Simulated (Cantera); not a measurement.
Charge: 1 mol C6H6, 0.68 mol NH3, 25 mol N2, held at 1130 Torr.

Cantera equilibrium calculation (NASA polynomials, part measured and part estimated; ideal gas, pure solids and liquids). Candidate condensed phases: C, C6H6, C7H8, C8H18; 92 gas species. Rates play no part.

x: gas mole fraction; n: condensed amount in mol.

```tsv
T (°C)	x N2	x H2	x CH4	x HCN	x H	n C(graphite)
652	0.868	0.127	0.00546	4.69e-7	7.57e-11	5.84
802	0.864	0.135	…	…	…	5.96
952	0.863	0.136	0.000365	3.35e-5	9.39e-8	5.99
1102	0.863	0.137	0.000139	0.000139	1.03e-6	5.99
1252	0.863	0.137	…	…	…	5.99
1402	0.863	0.136	3.36e-5	0.00109	3.50e-5	5.97
1552	0.862	0.136	1.95e-5	0.00237	0.000132	5.93
```

Question: Some entries are withheld; supply them.

Answer: 
- 1252, x CH4: 6.38e-5
- 1252, x HCN: 0.000432
- 1252, x H: 7.14e-6
- 802, x CH4: 0.00123
- 802, x HCN: 5.41e-6
- 802, x H: 4.40e-9
